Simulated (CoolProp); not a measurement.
The fluid at 460.25 K and 0.161 MPa is throttled through a valve to 0.0355 MPa with no heat exchange. The same conditions are run with several fluids, on thermodynamics alone (safety and materials aside).

The numbers come from the reference Helmholtz-energy equation of state of each fluid (R21: Platzer 1990; toluene: Lemmon 2006; R1336mzz(Z): McLinden 2020; normal hydrogen: Leachman 2009; isobutene: Lemmon 2005) in CoolProp. The equations of Platzer and Polt are older, rougher fits.

Rank R21, toluene, R1336mzz(Z), normal hydrogen, isobutene by temperature change (K), highest first.

normal hydrogen (+0.1), isobutene (-0.8), R1336mzz(Z) (-1.1), R21 (-1.4), toluene (-2.2)

| fluid | final density (kg/m³) |
|---|---|
| R21 | 0.960 |
| toluene | 0.865 |
| R1336mzz(Z) | 1.53 |
| normal hydrogen | 0.0187 |
| isobutene | 0.523 |
